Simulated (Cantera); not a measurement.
Input (Python, Cantera) and output of one run.

```python
import numpy as np
import cantera as ct

gas_names = [...]  # 109 gases of nasa_gas.yaml made of C, Cl, H, Si
cond_names = """
    C(gr) C6H6(L) C7H8(L) C8H18(L),n-octa Si(cr) Si(L) SiC(b)
""".split()


# ... load() reads the species with a 1 bar reference pressure and builds the phases ...
atoms = {
    'CH3SiCl3': {'C': 1, 'H': 3, 'Si': 1, 'CL': 3},
    'H2': {'H': 2},
    'Cl2': {'CL': 2},
}
top_T = {'C(gr)': 4500, 'SiC(b)': 3050}  # K; cautious upper limits of use, not melting points


# ... equilibrate(T, P, feed) seeds the gas with the atoms and calls Mixture.equilibrate('TP', solver="vcs", rtol=1e-11, max_steps=5000) ...
results = []
feed = {'CH3SiCl3': 1, 'H2': 1.1, 'Cl2': 0.016}  # mol
P = 133.322  # Pa
for T in [900, 1000, 1100, 1200, 1300, 1400, 1500, 1600, 1700, 1800, 1900, 2000, 2100]:
    mix = equilibrate(T, P, feed)
    results.append((T, P, feed, dict(zip(mix.species_names, mix.species_moles))))

top = {s: max(r[3][s] / sum(r[3][g] for g in gas_names) for r in results) for s in gas_names}
cols = sorted((s for s in top if top[s] > 1e-06), key=lambda s: -top[s])[:6]
seen = [c for c in cond_names if any(r[3].get(c, 0) > 1e-12 for r in results)]
print("log10 of partial pressures in bar; condensed amounts in mol")
print(f"{'T/K':>10s}" + "".join(f"{s[:9]:>10s}" for s in cols + seen))
for T, P, feed, n in results:
    ng = sum(n[g] for g in gas_names)
    print(f"{T:10.4g}" + "".join(f"{np.log10(max(n[s] / ng * P / 1e5, 1e-99)):10.3f}" for s in cols)
          + "".join(f"{n.get(c, 0):10.4g}" for c in seen))
```

It prints:

```
log10 of partial pressures in bar; condensed amounts in mol
       T/K       HCL        H2     SiCL4     SiCL2         H        CL     C(gr)    SiC(b)
       900    -3.571    -3.073    -3.663    -7.770   -11.469   -11.978    0.5811    0.4183
      1000    -3.339    -3.147    -3.801    -6.709   -10.217   -10.440    0.4442    0.5557
      1100    -3.188    -3.236    -4.009    -5.893    -9.205    -9.205    0.2973    0.7026
      1200    -3.100    -3.321    -4.307    -5.279    -8.365    -8.206    0.1806    0.8194
      1300    -3.059    -3.377    -4.722    -4.844    -7.645    -7.401    0.1228    0.8772
      1400    -3.050    -3.395    -5.239    -4.554    -7.011    -6.750    0.1227    0.8773
      1500    -3.058    -3.391    -5.787    -4.356    -6.450    -6.211    0.1555    0.8444
      1600    -3.073    -3.377    -6.317    -4.210    -5.953    -5.751    0.2026    0.7973
      1700    -3.093    -3.362    -6.816    -4.098    -5.512    -5.353     0.255    0.7448
      1800    -3.116    -3.347    -7.283    -4.013    -5.119    -5.004    0.3079    0.6916
      1900    -3.143    -3.335    -7.725    -3.949    -4.768    -4.698    0.3587    0.6401
      2000    -3.178    -3.330    -8.150    -3.908    -4.454    -4.430    0.4086    0.5883
      2100    -3.225    -3.337    -8.574    -3.891    -4.175    -4.196    0.4714    0.5184
```

Equilibrium computed with Cantera from the NASA thermochemical tables; the gas is ideal and each condensed phase is pure. The feed counts by its element totals alone. The tables' values for SiCl3, SiCl are old estimates; treat these amounts as uncertain.
